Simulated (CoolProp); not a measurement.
Vapour-liquid equilibrium of propane (1) + isohexane (2) at 264.6 K; x and y are mole fractions of (1).

The numbers come from the multi-fluid Helmholtz-energy mixture model, Lemmon 2009 and Lemmon 2006; pair parameters Bell 2016 in CoolProp.

```tsv
x	bubble pressure (kPa)	y at the bubble point	dew pressure at overall composition x (kPa)	liquid density (mol/L)
0.05	24.10	0.772	5.998	8.035
0.2	78.40	0.938	7.109	8.546
0.35	131.4	0.969	8.723	9.108
0.5	183.6	0.982	11.28	9.728
0.65	235.3	0.989	15.96	10.41
0.8	287.8	0.995	27.27	11.16
0.95	342.8	0.999	92.73	11.96
```

No azeotrope shows between x = 0.05 and 0.95.

The pair parameters rest on a limited set of measurements; away from them the model extrapolates. The gap from Raoult's law changes sign with composition, which may be real or a fault of the pair parameters; it wasn't checked against measurements.
